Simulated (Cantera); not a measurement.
Charge: 1 mol Al, 7.7 mol CO2, 44 mol H2, held at 1325 °C and 0.100 bar.

Equilibrium computed with Cantera from the NASA thermochemical tables; the gas is ideal and each condensed phase is pure. Candidate condensed phases: Al, Al2O3, C, C6H6, C7H8, C8H18, H2O; 121 gas species. Gases not in the tables: Al(OH)3. Rates play no part.

Base state: H2 0.738, CO 0.142, H2O 0.113, CO2 0.00722, H 0.000145 (mole fractions); condensed: Al2O3(s).

Problem. What changes in the equilibrium state with this change: Al replaced by Fe?

Solution. 
```tsv
species	before	after
H2	0.738	0.711
CO	0.142	0.140
H2O	0.113	0.140
Fe	0	1.06e-5
CO2	0.00722	0.00916
H	0.000145	0.000142
Al2O3(s), mol	0.500	0
Fe(γ), mol	0	0.999
```
Further candidate phases: Fe, Fe(CO)5, FeO, Fe(OH)2, Fe(OH)3, Fe2O3, Fe3O4.
